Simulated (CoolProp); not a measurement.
Saturated liquid density (kg/m³) of nitrous oxide: the reference equation beside estimates from Tc = 36.4 °C, pc = 7.245 MPa, ω = 0.161. Rackett uses Z = 0.29056 − 0.08775 ω.

Model: reference Helmholtz-energy equation of state, Lemmon 2006, in CoolProp. It is a short technical equation, of lower accuracy than the large ones.

```
T (°C)  reference  Rackett  Soave-Redlich-Kwong  Peng-Robinson
------  ---------  -------  -------------------  -------------
-33.95       1053     1040                964.5           1094
-31.55       1044     1032                954.6           1083
-29.15       1034     1023                944.4           1071
-26.75       1025     1014                934.0           1060
-24.35       1016     1005                923.3           1048
-21.95       1006    995.8                912.3           1035
-19.55      996.2    986.4                901.1           1022
-17.05      985.8    976.3                889.1           1009
-14.65      975.5    966.5                877.2          995.2
-12.25      965.0    956.4                865.0          981.3
-9.85       954.3    946.0                852.5          966.9
-7.45       943.2    935.4                839.6          952.1
-5.05       931.9    924.5                826.2          936.8
-2.65       920.3    913.2                812.5          920.9
-0.25       908.3    901.6                798.2          904.4
```

Absolute difference from the reference over all 15 rows, mean and median: Rackett 1.0 and 1.0 %, Soave-Redlich-Kwong 10.0 and 9.8 %, Peng-Robinson 2.2 and 2.4 %.
